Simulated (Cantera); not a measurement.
An isothermal, constant-pressure homogeneous reactor starts with CH4 : H2 = 0.017 : 1 (molar parts), at 2575 K and 16000 Pa.

Detailed kinetics in Cantera: GRI-Mech 3.0 (53 species, 325 reactions). GRI-Mech 3.0 stops at C3 and has no aromatics, soot or wall deposition, so with more carbon than oxygen in the feed, carbon stays in small species such as C2H2 where larger ones or solid carbon would form.

x: mole fraction; the columns are a selection and need not sum to one.

| t (s) | x CH4 | x H2 | x CH2 | x C2H2 | x C2H6 |
|---|---|---|---|---|---|
| 0.000400 | ___ | 0.950 | 8.02e-5 | 0.00649 | 6.21e-8 |
| 0.000919 | ___ | 0.944 | 3.03e-5 | 0.00758 | 4.19e-9 |
| 0.00211 | ___ | 0.935 | 1.11e-5 | 0.00783 | 3.07e-10 |
| 0.00486 | ___ | 0.925 | 4.78e-6 | 0.00786 | 3.11e-11 |
| 0.0112 | ___ | 0.914 | 3.33e-6 | 0.00782 | 9.23e-12 |
| 0.0257 | 1.34e-5 | 0.909 | 3.23e-6 | 0.00780 | 7.15e-12 |
| 0.0590 | 1.32e-5 | 0.909 | 3.23e-6 | 0.00780 | 7.04e-12 |
| 0.136 | 1.32e-5 | 0.909 | 3.23e-6 | 0.00780 | 7.04e-12 |
| 0.312 | 1.32e-5 | 0.909 | 3.23e-6 | 0.00780 | 7.04e-12 |
| 0.716 | 1.32e-5 | 0.909 | 3.23e-6 | 0.00780 | 7.04e-12 |
| 1.65 | 1.32e-5 | 0.909 | 3.23e-6 | 0.00780 | 7.04e-12 |
| 3.79 | 1.32e-5 | 0.909 | 3.23e-6 | 0.00780 | 7.04e-12 |
| 8.70 | 1.32e-5 | 0.909 | 3.23e-6 | 0.00780 | 7.04e-12 |
| 20.0 | 1.32e-5 | 0.909 | 3.23e-6 | 0.00780 | 7.04e-12 |

Problem. What belongs in the gaps?

Solution. 
- 0.000400, x CH4: 0.00172
- 0.000919, x CH4: 0.000414
- 0.00211, x CH4: 0.000105
- 0.00486, x CH4: 3.08e-5
- 0.0112, x CH4: 1.56e-5
